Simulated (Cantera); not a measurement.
An adiabatic, constant-pressure homogeneous reactor starts with H2 : O2 : N2 : H2O = 1 : 0.278 : 2.33 : 0.11 (molar parts), at 1325 K and 101000 Pa. Integrator tolerance rtol = 1e-08.

Cantera simulation using GRI-Mech 3.0 (53 species, 325 reactions); the numbers are that mechanism's predictions, not measurements.

Problem. What does this change do: O2 0.278 to 0.084 parts?

Solution. 
```tsv
quantity	before	after
time of steepest temperature rise	43.8 µs	0.113 ms
temperature at 0.900 s	2346 K	1671 K
equilibrium temperature	2346 K	1671 K
x(H2) at 0.900 s	0.127 (gas-phase equilibrium 0.127)	0.242 (gas-phase equilibrium 0.242)
x(O2) at 0.900 s	1.64e-5 (gas-phase equilibrium 1.64e-5)	2.44e-11 (gas-phase equilibrium 2.44e-11)
x(H2O) at 0.900 s	0.192 (gas-phase equilibrium 0.192)	0.0808 (gas-phase equilibrium 0.0808)
x(N2O) at 0.900 s	7.31e-9 (gas-phase equilibrium 7.31e-9)	1.34e-12 (gas-phase equilibrium 1.43e-12)
x(O) at 0.900 s	2.61e-5 (gas-phase equilibrium 2.61e-5)	1.62e-10 (gas-phase equilibrium 1.62e-10)
x(NO) at 0.900 s	0.000141 (gas-phase equilibrium 0.000141)	2.65e-9 (gas-phase equilibrium 2.60e-8)
```

Problem. What does this change do: H2 1 to 1.7 parts?

Solution. 
```csv
quantity,before,after
time of steepest temperature rise,43.8 µs,46.9 µs
temperature at 0.900 s,2346 K,2206 K
equilibrium temperature,2346 K,2206 K
x(H2) at 0.900 s,0.127 (gas-phase equilibrium 0.127),0.274 (gas-phase equilibrium 0.274)
x(O2) at 0.900 s,1.64e-5 (gas-phase equilibrium 1.64e-5),4.81e-7 (gas-phase equilibrium 4.81e-7)
x(H2O) at 0.900 s,0.192 (gas-phase equilibrium 0.192),0.160 (gas-phase equilibrium 0.160)
x(N2O) at 0.900 s,7.31e-9 (gas-phase equilibrium 7.31e-9),7.77e-10 (gas-phase equilibrium 7.77e-10)
x(O) at 0.900 s,2.61e-5 (gas-phase equilibrium 2.61e-5),1.95e-6 (gas-phase equilibrium 1.95e-6)
x(NO) at 0.900 s,0.000141 (gas-phase equilibrium 0.000141),1.64e-5 (gas-phase equilibrium 1.64e-5)
```

Problem. What does this change do: initial temperature 1325 to 1300 K?

Solution. 
| quantity | before | after |
|---|---|---|
| time of steepest temperature rise | 43.8 µs | 49.0 µs |
| temperature at 0.900 s | 2346 K | 2326 K |
| equilibrium temperature | 2346 K | 2326 K |
| x(H2) at 0.900 s | 0.127 (gas-phase equilibrium 0.127) | 0.127 (gas-phase equilibrium 0.127) |
| x(O2) at 0.900 s | 1.64e-5 (gas-phase equilibrium 1.64e-5) | 1.32e-5 (gas-phase equilibrium 1.32e-5) |
| x(H2O) at 0.900 s | 0.192 (gas-phase equilibrium 0.192) | 0.192 (gas-phase equilibrium 0.192) |
| x(N2O) at 0.900 s | 7.31e-9 (gas-phase equilibrium 7.31e-9) | 6.31e-9 (gas-phase equilibrium 6.31e-9) |
| x(O) at 0.900 s | 2.61e-5 (gas-phase equilibrium 2.61e-5) | 2.10e-5 (gas-phase equilibrium 2.10e-5) |
| x(NO) at 0.900 s | 0.000141 (gas-phase equilibrium 0.000141) | 0.000122 (gas-phase equilibrium 0.000122) |
